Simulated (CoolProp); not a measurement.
Dimethyl ether at 393.18 K and 1.09 MPa is compressed adiabatically to 4.72 MPa with isentropic efficiency 0.85. Each further row changes one setting.

The numbers come from the reference Helmholtz-energy equation of state, Wu 2011 in CoolProp.

```csv
case,work (kJ/kg),final temperature (K),final density (kg/m³)
as stated,…,…,67.6
efficiency 1,…,…,69.7
efficiency 0.65,151,492.4,…
```

**Question.** Complete the blanks.

**Answer.** 
- as stated, work (kJ/kg): 116
- as stated, final temperature (K): 476.9
- efficiency 1, work (kJ/kg): 98.3
- efficiency 1, final temperature (K): 469.4
- efficiency 0.65, final density (kg/m³): 63.7
